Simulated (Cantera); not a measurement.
Input (Python, Cantera) and output of one run.

```python
import numpy as np
import cantera as ct

gas_names = [...]  # 95 gases of nasa_gas.yaml made of C, F, H
cond_names = """
    C(gr) C6H6(L) C7H8(L) C8H18(L),n-octa
""".split()


# ... load() reads the species with a 1 bar reference pressure and builds the phases ...
atoms = {
    'CF4': {'C': 1, 'F': 4},
    'H2': {'H': 2},
}
top_T = {'C(gr)': 4500}  # K; cautious upper limits of use, not melting points


# ... equilibrate(T, P, feed) seeds the gas with the atoms and calls Mixture.equilibrate('TP', solver="vcs", rtol=1e-11, max_steps=5000) ...
results = []
T = 2375  # K
P = 1100  # Pa
for m in [0.42, 0.56, 0.74, 0.97, 1.3, 1.7, 2.2, 3, 3.9, 5.1, 6.8, 9, 12]:
    feed = {'CF4': 1, 'H2': m}  # mol
    mix = equilibrate(T, P, feed)
    results.append((T, P, feed, dict(zip(mix.species_names, mix.species_moles))))

top = {s: max(r[3][s] / sum(r[3][g] for g in gas_names) for r in results) for s in gas_names}
cols = sorted((s for s in top if top[s] > 0.0001), key=lambda s: -top[s])[:7]
seen = [c for c in cond_names if any(r[3].get(c, 0) > 1e-12 for r in results)]
print("log10 of partial pressures in bar; condensed amounts in mol")
print(f"{'n(H2)':>10s}" + "".join(f"{s[:9]:>10s}" for s in cols + seen))
for T, P, feed, n in results:
    ng = sum(n[g] for g in gas_names)
    print(f"{feed['H2']:10.4g}" + "".join(f"{np.log10(max(n[s] / ng * P / 1e5, 1e-99)):10.3f}" for s in cols)
          + "".join(f"{n.get(c, 0):10.4g}" for c in seen))
```

Output:

```
log10 of partial pressures in bar; condensed amounts in mol
     n(H2)        HF        H2         F       CF2         H       CF4       CF3     C(gr)
      0.42    -2.470    -9.408    -2.446    -2.477    -6.555    -3.267    -4.074         0
      0.56    -2.369    -9.114    -2.491    -2.528    -6.408    -3.408    -4.170   0.08423
      0.74    -2.277    -8.841    -2.535    -2.616    -6.271    -3.585    -4.302    0.2182
      0.97    -2.190    -8.541    -2.599    -2.744    -6.121    -3.841    -4.494     0.388
       1.3    -2.100    -8.123    -2.718    -2.982    -5.912    -4.317    -4.851    0.6242
       1.7    -2.017    -7.426    -2.983    -3.512    -5.564    -5.377    -5.646    0.8809
       2.2    -1.986    -3.418    -4.957    -7.458    -3.559   -13.270   -11.566    0.9979
         3    -2.068    -2.738    -5.378    -8.302    -3.220   -14.957   -12.831     0.989
       3.9    -2.143    -2.521    -5.562    -8.669    -3.111   -15.692   -13.382    0.9786
       5.1    -2.226    -2.384    -5.713    -8.972    -3.043   -16.297   -13.836    0.9647
       6.8    -2.322    -2.285    -5.858    -9.262    -2.993   -16.877   -14.271    0.9449
         9    -2.420    -2.217    -5.991    -9.527    -2.959   -17.408   -14.669    0.9192
        12    -2.526    -2.166    -6.123    -9.790    -2.934   -17.934   -15.064    0.8841
```

Method: chemical equilibrium by Gibbs-energy minimisation in Cantera with the NASA 1993 tables (ideal gas, pure condensed phases). Gases not in the tables: C2F6 and larger saturated fluorocarbons.
